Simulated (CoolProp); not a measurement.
R125 along the isobar 7020 kPa: fugacity coefficient from the reference equation and from simpler models built on Tc = 339.2 K, pc = 3618 kPa, ω = 0.305; each cubic takes its own stable root.

Model: reference Helmholtz-energy equation of state, Lemmon 2005, in CoolProp.

| T (K) | phase | reference |
|---|---|---|
| 194.7 | liquid | 0.003339 |
| 201.4 | liquid | 0.005156 |
| 208.1 | liquid | 0.007689 |
| 214.8 | liquid | 0.01111 |
| 221.5 | liquid | 0.01562 |
| 228.2 | liquid | 0.02139 |
| 234.9 | liquid | 0.02863 |
| 241.6 | liquid | 0.03752 |
| 248.3 | liquid | 0.04823 |
| 255 | liquid | 0.06091 |
| 261.8 | liquid | 0.07592 |
| 268.5 | liquid | 0.09293 |
| 275.2 | liquid | 0.1122 |
| 281.9 | liquid | 0.1337 |
| 288.6 | liquid | 0.1575 |

Question: How far does each simpler model (van der Waals, Redlich-Kwong, Soave-Redlich-Kwong, Peng-Robinson) lie from the reference over these 15 states: mean and median of the absolute difference, and the worst?

Answer: 
- van der Waals: mean 455.7 %, median 289.4 %, worst +1500.5 % at 194.7 K and 7020 kPa
- Redlich-Kwong: mean 83.1 %, median 72.6 %, worst +174.5 % at 194.7 K and 7020 kPa
- Soave-Redlich-Kwong: mean 3.6 %, median 3.6 %, worst +4.9 % at 288.6 K and 7020 kPa
- Peng-Robinson: mean 0.7 %, median 0.6 %, worst +2.0 % at 194.7 K and 7020 kPa
